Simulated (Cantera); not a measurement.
An isothermal, constant-pressure homogeneous reactor starts with CH₄ : N₂ = 1 : 14 (molar parts), at 1600 K and 1.00 bar.

Cantera simulation using GRI-Mech 3.0 (53 species, 325 reactions); the numbers are that mechanism's predictions, not measurements. GRI-Mech 3.0 stops at C3 and has no aromatics, soot or wall deposition, so with more carbon than oxygen in the feed, carbon stays in small species such as C2H2 where larger ones or solid carbon would form.

x: mole fraction; the columns are a selection and need not sum to one.

```
t (s)       x CH₄      x H     x CH₂      x H₂    x C₂H₄     x C₂H     x CH₃
--------  -------  -------  --------  --------  --------  --------  --------
0.000700   0.0664  1.52e-7   9.51e-9  0.000123   1.66e-5    <1e-12  0.000119
0.00255    0.0655      ___       ___       ___       ___  4.34e-11       ___
0.00931    0.0597  2.24e-6   5.40e-8   0.00737   0.00176   1.17e-9  0.000278
0.0340     0.0465  5.30e-6   2.87e-8    0.0270   0.00105   5.43e-9  0.000175
0.124      0.0279  9.28e-6   1.46e-8    0.0541  0.000346   1.02e-8   9.56e-5
0.452      0.0111  1.34e-5   6.07e-9    0.0779  0.000256   1.49e-8   3.85e-5
1.65      0.00336  1.58e-5   2.01e-9    0.0887  0.000291   1.76e-8   1.21e-5
6.01      0.00156  1.65e-5  9.68e-10    0.0913  0.000305   1.84e-8   5.74e-6
21.9      0.00148  1.65e-5  9.20e-10    0.0914  0.000305   1.84e-8   5.45e-6
80.0      0.00148  1.65e-5  9.20e-10    0.0914  0.000305   1.84e-8   5.45e-6
```

Task: What belongs in the gaps?

Result: 
- 0.00255, x H: 4.97e-7
- 0.00255, x CH₂: 3.40e-8
- 0.00255, x H₂: 0.000901
- 0.00255, x C₂H₄: 0.000271
- 0.00255, x CH₃: 0.000229
